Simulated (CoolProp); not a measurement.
Vapour pressure (MPa) of cis-2-butene: the reference equation beside estimates from Tc = 435.8 K, pc = 4.236 MPa, ω = 0.202. Clausius-Clapeyron is anchored at 351.8 K with a constant enthalpy of vaporisation of 18.27 kJ/mol.

Model: reference Helmholtz-energy equation of state, Lemmon 2005, in CoolProp. It is a short technical equation, of lower accuracy than the large ones.

```tsv
T (K)	reference	Lee-Kesler	Clausius-Clapeyron	van der Waals
284.4	0.1339	0.1334	0.2054	0.5883
295.6	0.1967	0.1966	0.2752	0.7221
306.9	0.2807	0.2816	0.3619	0.8760
318.1	0.3885	0.3905	0.4657	1.048
329.3	0.5248	0.5282	0.5890	1.241
340.6	0.6956	0.7005	0.7349	1.457
351.8	0.9025	0.9087	0.9025	1.694
363	1.152	1.159	1.094	1.953
374.2	1.448	1.456	1.312	2.236
385.5	1.801	1.809	1.558	2.546
396.7	2.210	2.219	1.830	2.878
407.9	2.687	2.695	2.131	3.235
419.1	3.239	3.248	2.461	3.618
```

Absolute difference from the reference over all 13 rows, mean and median: Lee-Kesler 0.5 and 0.4 %, Clausius-Clapeyron 19.2 and 17.2 %, van der Waals 119.2 and 87.7 %.
